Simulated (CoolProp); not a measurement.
Vapour-liquid equilibrium of benzene (1) + ethylbenzene (2) at 197.05 °C; x and y are mole fractions of (1).

Values from CoolProp's multi-fluid Helmholtz-energy mixture model, Thol 2012 and Zhou 2012; pair parameters Bell 2016.

| x | bubble pressure (MPa) | y at the bubble point | dew pressure at overall composition x (MPa) | liquid density (mol/L) |
|---|---|---|---|---|
| 0.05 | 0.4444 | 0.118 | 0.4226 | 6.636 |
| 0.125 | 0.5011 | 0.268 | 0.4467 | 6.765 |
| 0.2 | 0.5604 | 0.392 | 0.4737 | 6.898 |
| 0.275 | 0.6225 | 0.497 | 0.5042 | 7.034 |
| 0.35 | 0.6875 | 0.586 | 0.5388 | 7.174 |
| 0.425 | 0.7555 | 0.662 | 0.5785 | 7.316 |
| 0.5 | 0.8265 | 0.728 | 0.6247 | 7.462 |
| 0.575 | 0.9005 | 0.785 | 0.6790 | 7.610 |
| 0.65 | 0.9775 | 0.835 | 0.7439 | 7.761 |
| 0.725 | 1.057 | 0.879 | 0.8230 | 7.913 |
| 0.8 | 1.140 | 0.918 | 0.9218 | 8.068 |
| 0.875 | 1.225 | 0.952 | 1.049 | 8.223 |
| 0.95 | 1.312 | 0.982 | 1.220 | 8.377 |

No azeotrope shows between x = 0.05 and 0.95.

Pair parameters are fitted to limited data, so mixtures are less certain than the pure fluids.
